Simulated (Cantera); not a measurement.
An isothermal, constant-pressure homogeneous reactor starts with CO : O2 : H2O : N2 = 0.0034 : 0.0033 : 0.023 : 1 (molar parts), equivalence ratio 0.52, at 1425 K and 1.28 atm. Integrator tolerance rtol = 1e-08.

Model: GRI-Mech 3.0 (53 species, 325 reactions), integrated in Cantera.

Question: What does this change do: 0.0057 parts CH4 added?

Answer: 
```json
[
 {"quantity": "x(CO) at 3.00 s", "before": "1.11e-7 (gas-phase equilibrium 1.12e-7)", "after": "0.00334 (gas-phase equilibrium 0.00533)"},
 {"quantity": "x(O2) at 3.00 s", "before": "0.00156 (gas-phase equilibrium 0.00152)", "after": "4.89e-8 (gas-phase equilibrium <1e-12)"},
 {"quantity": "x(H2O) at 3.00 s", "before": "0.0224 (gas-phase equilibrium 0.0224)", "after": "0.0235 (gas-phase equilibrium 0.0195)"},
 {"quantity": "x(H2O2) at 3.00 s", "before": "1.32e-10 (gas-phase equilibrium 1.31e-10)", "after": "<1e-12 (gas-phase equilibrium <1e-12)"},
 {"quantity": "x(NO2) at 3.00 s", "before": "2.39e-10 (gas-phase equilibrium 5.19e-8)", "after": "<1e-12 (gas-phase equilibrium <1e-12)"},
 {"quantity": "x(OH) at 3.00 s", "before": "5.13e-6 (gas-phase equilibrium 5.10e-6)", "after": "3.69e-8 (gas-phase equilibrium 2.21e-8)"},
 {"quantity": "x(O) at 3.00 s", "before": "4.83e-8 (gas-phase equilibrium 4.77e-8)", "after": "1.37e-12 (gas-phase equilibrium 1.03e-12)"}
]
```
